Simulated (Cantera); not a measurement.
A freely propagating, adiabatic, planar premixed flame of CH₄ : C₂H₆ : O₂ : N₂ : CO₂ = 1 : 0.88 : 5.85 : 18.7 : 1.3 (molar parts), unburnt at 350 K and 0.132 atm; mixture-averaged transport, grid criteria slope 0.08 and curve 0.16, no radiation.

Detailed kinetics in Cantera: GRI-Mech 3.0 (53 species, 325 reactions). Burning velocities carry a grid error of a few per cent, more on coarse grids.

x: mole fraction of selected species; z is measured from the peak of heat release.

```
z (mm)       T (K)  u (m/s)       x CH₄      x C₂H₆        x O₂      x C₂H₄    x C₂H        x CO
------  ----------  -------  ----------  ----------  ----------  ----------  -------  ----------
-6.80          350    0.664      0.0360      0.0317       0.211       <1e-8    <1e-8     4.34e-7
-4.54          350    0.665      0.0360      0.0317       0.211     2.64e-7    <1e-8     9.87e-6
-3.40          353    0.672      0.0359      0.0316       0.210     3.17e-6    <1e-8     8.28e-5
-2.27          391    0.748      0.0349      0.0312       0.207     7.43e-5    <1e-8     0.00115
-1.13          773     1.51      0.0269      0.0240       0.175     0.00120    <1e-8      0.0148
-0.567  (withheld)     2.37  (withheld)  (withheld)  (withheld)  (withheld)    <1e-8  (withheld)
0             1576     3.17     0.00524    0.000840      0.0879     0.00114  2.14e-7      0.0548
0.567         1714     3.46    0.000547     3.82e-6      0.0613     6.66e-5  1.41e-7      0.0548
1.13          1743     3.50     3.15e-5       <1e-8      0.0517     1.37e-6    <1e-8      0.0466
2.27          1770     3.54  (withheld)       <1e-8      0.0464       <1e-8    <1e-8  (withheld)
4.54          1804     3.59       <1e-8       <1e-8      0.0439       <1e-8    <1e-8      0.0312
9.07          1851     3.68       <1e-8       <1e-8      0.0423       <1e-8    <1e-8      0.0288
18.1          1915     3.79       <1e-8       <1e-8      0.0403       <1e-8    <1e-8      0.0261
```

**Question.** Some entries are withheld; supply them.

**Answer.** 
- -0.567, T (K): 1192
- -0.567, x CH₄: 0.0169
- -0.567, x C₂H₆: 0.0112
- -0.567, x O₂: 0.134
- -0.567, x C₂H₄: 0.00219
- -0.567, x CO: 0.0344
- 2.27, x CH₄: 1.74e-7
- 2.27, x CO: 0.0369
